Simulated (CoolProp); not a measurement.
Vapour-liquid equilibrium of hydrogen chloride (1) + ethane (2) at 1.41 MPa; x and y are mole fractions of (1).

Computed with CoolProp (multi-fluid Helmholtz-energy mixture model, Thol 2018 and Bücker 2006; pair parameters Bell 2016).

| x | bubble temperature (K) | y at the bubble point | dew temperature at overall composition x (K) | liquid density (mol/L) |
|---|---|---|---|---|
| 0.05 | 250.3 | 0.099 | 251.6 | 15.16 |
| 0.15 | 246.7 | 0.246 | 249.0 | 16.02 |
| 0.25 | 244.5 | 0.348 | 246.6 | 16.90 |
| 0.35 | 243.3 | 0.425 | 244.5 | 17.86 |
| 0.45 | 242.7 | 0.486 | 243.0 | 18.92 |
| 0.55 | 242.5 | 0.539 | 242.6 | 20.13 |
| 0.65 | 242.9 | 0.593 | 243.6 | 21.50 |
| 0.75 | 243.7 | 0.656 | 245.5 | 23.05 |
| 0.85 | 245.4 | 0.744 | 247.9 | 24.78 |
| 0.95 | 248.8 | 0.888 | 250.4 | 26.64 |

y crosses x between x = 0.45 and 0.55: the model has an azeotrope there.

The pair parameters rest on a limited set of measurements; away from them the model extrapolates.
